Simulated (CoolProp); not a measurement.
R11 at 278.14 K and 9.59 MPa is throttled through a valve to 5.32 MPa with no heat exchange. Each further row changes one setting.

Computed with CoolProp (reference Helmholtz-energy equation of state, Jacobsen 1992).

```tsv
case	temperature change (K)	final density (kg/m³)
as stated	+2.0	1530
outlet pressure 1.6 MPa	+3.7	1520
outlet pressure 6.92 MPa	+1.2	1530
```
